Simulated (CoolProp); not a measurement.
Properties of m-xylene at several states.

Model: reference Helmholtz-energy equation of state, Zhou 2012, in CoolProp.

| T (K) | p (MPa) | phase | density (kg/m³) | cp (kJ/(kg K)) | cv (kJ/(kg K)) | Joule-Thomson coefficient (K/MPa) | viscosity (µPa s) |
|---|---|---|---|---|---|---|---|
| 363.7 | 8.39 | liquid | 810.7 | 1.922 | 1.518 | -0.3936 | 337 |
| 614.1 | 0.0405 | gas | 0.8457 | 2.213 | 2.133 | 7.421 | 13.2 |
| 608.6 | 0.213 | gas | 4.575 | 2.211 | 2.124 | 7.846 | 13.1 |
| 267.8 | 0.0543 | liquid | 885.7 | 1.620 | 1.231 | -0.5196 | 870 |
| 465.8 | 15.3 | liquid | 729.7 | 2.262 | 1.840 | -0.2543 | 185 |

Viscosity comes from a separate model (Cao 2016).
